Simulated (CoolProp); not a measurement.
A single-stage vapour-compression cycle with R152A: evaporating at 315.15 K (dew point), condensing at 367.15 K (bubble point), superheat 5 K, subcooling 2 K, compressor efficiency 0.65, no pressure losses. Each further row changes one setting.

The numbers come from the reference Helmholtz-energy equation of state, Outcalt 1996 in CoolProp. It is a modified Benedict-Webb-Rubin equation, recast in Helmholtz form.

| case | cooling COP | pressure ratio | discharge temperature (K) | refrigerating effect (kJ/kg) | volumetric capacity (kJ/m³) |
|---|---|---|---|---|---|
| as stated | ___ | 3.25 | 394.9 | 158 | 4570 |
| evaporating temperature 320.15 K | ___ | 2.86 | ___ | 160 | ___ |
| condensing temperature 362.15 K | ___ | ___ | 388.2 | 170 | 4920 |
| subcooling 7 K | 2.84 | 3.25 | 394.9 | 171 | 4940 |
| superheat 15 K | 2.67 | 3.25 | ___ | 171 | 4680 |
| compressor efficiency 0.55 | ___ | 3.25 | 401.1 | 158 | 4570 |

Question: Fill in the missing entries.

Answer: 
- as stated, cooling COP: 2.63
- evaporating temperature 320.15 K, cooling COP: 3.03
- evaporating temperature 320.15 K, discharge temperature (K): 392.4
- evaporating temperature 320.15 K, volumetric capacity (kJ/m³): 5310
- condensing temperature 362.15 K, cooling COP: 3.09
- condensing temperature 362.15 K, pressure ratio: 2.94
- superheat 15 K, discharge temperature (K): 405.0
- compressor efficiency 0.55, cooling COP: 2.22
